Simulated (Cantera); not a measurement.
Standard-state values (1 bar) from the NASA 1993 polynomials, evaluated with Cantera. Values are per mole of reaction as written; species without (g) are pure solids or liquids, kept so even where they would boil at 1 bar.

NO2(g) + 4 NF3(g) + 3 Cu2O = 5 NO(g) + 6 CuF2

```json
[
 {"T (K)": "300", "ΔH° (kJ)": "-1772.2", "ΔS° (J/K)": "-41.5", "ΔG° (kJ)": "-1759.8", "log10 K": "306.39", "condensed phases": "Cu2O(s), CuF2(s)"},
 {"T (K)": "1050", "ΔH° (kJ)": "-1702.5", "ΔS° (J/K)": "75.2", "ΔG° (kJ)": "-1781.4", "log10 K": "88.62", "condensed phases": "Cu2O(s), CuF2(s)"},
 {"T (K)": "1200", "ΔH° (kJ)": "-1352.7", "ΔS° (J/K)": "390.2", "ΔG° (kJ)": "-1821.0", "log10 K": "79.26", "condensed phases": "Cu2O(s), CuF2(l)"},
 {"T (K)": "1350", "ΔH° (kJ)": "-1333.6", "ΔS° (J/K)": "405.3", "ΔG° (kJ)": "-1880.7", "log10 K": "72.77", "condensed phases": "Cu2O(s), CuF2(l)"},
 {"T (K)": "1500", "ΔH° (kJ)": "(withheld)", "ΔS° (J/K)": "(withheld)", "ΔG° (kJ)": "(withheld)", "log10 K": "(withheld)", "condensed phases": "Cu2O(s), CuF2(l)"},
 {"T (K)": "1650", "ΔH° (kJ)": "-1497.9", "ΔS° (J/K)": "297.4", "ΔG° (kJ)": "-1988.6", "log10 K": "62.95", "condensed phases": "Cu2O(l), CuF2(l)"},
 {"T (K)": "1800", "ΔH° (kJ)": "(withheld)", "ΔS° (J/K)": "(withheld)", "ΔG° (kJ)": "(withheld)", "log10 K": "(withheld)", "condensed phases": "Cu2O(l), CuF2(l)"},
 {"T (K)": "1950", "ΔH° (kJ)": "-1472.1", "ΔS° (J/K)": "311.7", "ΔG° (kJ)": "-2080.0", "log10 K": "55.72", "condensed phases": "Cu2O(l), CuF2(l)"},
 {"T (K)": "2100", "ΔH° (kJ)": "-1459.6", "ΔS° (J/K)": "317.9", "ΔG° (kJ)": "-2127.2", "log10 K": "52.91", "condensed phases": "Cu2O(l), CuF2(l)"}
]
```

Fill in the missing entries.


- 1500, ΔH° (kJ): -1317.0
- 1500, ΔS° (J/K): 416.9
- 1500, ΔG° (kJ): -1942.4
- 1500, log10 K: 67.64
- 1800, ΔH° (kJ): -1484.9
- 1800, ΔS° (J/K): 304.9
- 1800, ΔG° (kJ): -2033.7
- 1800, log10 K: 59.02
